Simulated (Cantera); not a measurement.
**Hydrocarbon pyrolysis for carbon deposition**

An isothermal, constant-pressure homogeneous reactor starts with 14.7 % C₂H₆, 85.3 % N₂, at 1300 K and 143 Torr.

Detailed kinetics in Cantera: GRI-Mech 3.0 (53 species, 325 reactions). GRI-Mech 3.0 stops at C3 and has no aromatics, soot or wall deposition, so with more carbon than oxygen in the feed, carbon stays in small species such as C2H2 where larger ones or solid carbon would form.

```csv
t (s),x C₂H₆,x C₂H₂,x CH₃,x C₂H₄,x CH₂,x CH₄,x H₂
0.000400,0.143,5.57e-6,0.000309,0.00287,2.92e-8,0.000570,0.00273
0.00206,0.113,0.000523,0.000339,0.0254,3.74e-8,0.00508,0.0243
0.0106,0.0289,0.00972,0.000178,0.0816,1.82e-8,0.0223,0.0902
0.0548,0.000542,0.0380,2.21e-5,0.0722,5.27e-10,0.0290,0.134
0.283,6.22e-5,0.0609,7.54e-6,0.0469,6.29e-11,0.0288,0.154
1.46,2.37e-5,0.0887,5.32e-6,0.0157,3.12e-11,0.0284,0.179
7.52,1.44e-5,0.0943,4.49e-6,0.00930,2.19e-11,0.0287,0.183
38.8,1.42e-5,0.0937,4.59e-6,0.00912,2.13e-11,0.0307,0.181
200,1.36e-5,0.0919,4.82e-6,0.00862,1.98e-11,0.0365,0.174
```
x: mole fraction; the columns are a selection and need not sum to one.

Equilibrium at this temperature and pressure: C₂H₆ 9.31e-6, C₂H₂ 0.0566, CH₃ 4.14e-6, C₂H₄ 0.00546, CH₂ 1.53e-11, CH₄ 0.0349, H₂ 0.179 (gas phase only).
